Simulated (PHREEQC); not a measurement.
Dissolve 0.95 mol NaOH per kg of water at 25 °C. Closed to the air; pH follows from the charge balance.

The numbers come from PHREEQC with the ion-association model, phreeqc.dat.

This is a speciation only: nothing precipitates in the calculation.

### Question
What pH does the model give?

### Answer
pH 13.75.

Ionic strength above about 0.7 mol/kgw puts this run outside the model's range. Species that the database lacks are ignored.
